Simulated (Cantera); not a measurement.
Input: 1 mol Ta(OEt)5, 0.013 mol H2O, 8.1 mol H2, held at 2148.15 K and 14.0 mbar.

Method: chemical equilibrium by Gibbs-energy minimisation in Cantera with the NASA 1993 tables (ideal gas, pure condensed phases). Candidate condensed phases: C, C6H6, C7H8, C8H18, H2O, Ta, TaC, Ta2O5; 113 gas species. The feed counts by its element totals alone. TaC: taken at fixed stoichiometry. Condensed phases not in the tables: Ta2C. Kinetics and transport are ignored.

Base state: H2 0.775, CO 0.193, H 0.0310, C2H2 (acetylene) 0.00149 (mole fractions); condensed: C(graphite) + TaC(s).

Task: What changes in the equilibrium state with this change: temperature from 2148.15 K to 923 K?

Result: 
| species | before | after |
|---|---|---|
| H2 | 0.775 | 0.889 |
| CO | 0.193 | 0.106 |
| CH4 | 2.48e-6 | 0.00257 |
| H | 0.0310 | 1.95e-9 |
| C2H2 (acetylene) | 0.00149 | <1e-9 |
| CO2 | 6.89e-9 | 0.000498 |
| H2O | 1.42e-7 | 0.00204 |
| C(graphite), mol | 3.91 | 7.49 |
| TaC(s), mol | 1.00 | 0 |
| Ta2O5(s), mol | 0 | 0.500 |
